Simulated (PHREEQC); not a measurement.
# Metal-bearing waste water with metal-bearing waste water (model solution)

Solution A (0.054 mol MnSO4, 0.064 mol H2SO4 and 0.0094 mol NaCl per kg of water) is mixed with solution B (0.0015 mol/kgw FeSO4, 0.00025 mol/kgw MgSO4 and 0.0017 mol/kgw NaF) at 25 °C; shares are by mass of water, 1 kg in all. No oxygen is let in. CO2 from the air is kept out. The run lets Pyrochroite, Halite, Melanterite precipitate or redissolve, and no other solid.

The series has 11 steps of share of solution B, from 0 to 1.

Equilibrium calculation in PHREEQC: ion-association model, phreeqc.dat.

### Question
Between which two steps does the pH jump most, and from what to what?

### Answer
Between share of solution B = 0.9 and 1: from 2.15 to 6.51.

Species that the database lacks are ignored. Fluoro complexes past AlF4- and FeF3 are missing from the database.
